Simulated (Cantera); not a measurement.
Charge: 1 mol CuO, 230 mol H2, 94 mol N2, equilibrated at 727 °C and 1.00 bar.

These are equilibrium values from Cantera (NASA tables, ideal gas, pure condensed phases), not measurements of a reactor. Candidate condensed phases: Cu, CuO, Cu(OH)2, Cu2O, H2O; 27 gas species. The numbers say what is thermodynamically allowed, not how fast it happens.

Base state: H2 0.707, N2 0.290, H2O 0.00309, NH3 0.000186 (mole fractions); condensed: Cu(s).

**Question.** What changes in the equilibrium state with this change: CuO replaced by Fe3O4?

**Answer.** 
```csv
species,before,after
H2,0.707,0.697
N2,0.290,0.290
H2O,0.00309,0.0123
NH3,0.000186,0.000183
"Cu(s), mol",1.00,0
"Fe(α), mol",0,3.00
```
Further candidate phases: Fe, FeO, Fe(OH)2, Fe(OH)3, Fe2O3, Fe3O4.
